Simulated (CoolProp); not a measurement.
Saturation properties of trans-2-butene.

Values from CoolProp's reference Helmholtz-energy equation of state, Lemmon 2005. It is a short technical equation, of lower accuracy than the large ones.

```tsv
T (K)	p (kPa)	liquid density (kg/m³)	enthalpy of vaporisation (kJ/kg)	liquid cp (kJ/(kg K))
216	5.476	688.2	454.3	2.040
237.2	19.26	666.2	437.2	2.096
258.5	53.76	643.6	419.2	2.164
279.7	125.2	620.1	399.8	2.246
300.9	255.1	595.2	378.5	2.343
322.1	468.9	568.6	354.4	2.462
343.3	795.2	539.3	326.5	2.610
364.5	1266	506.0	293.1	2.813
```

It boils at 274.0 K under 1 atm.
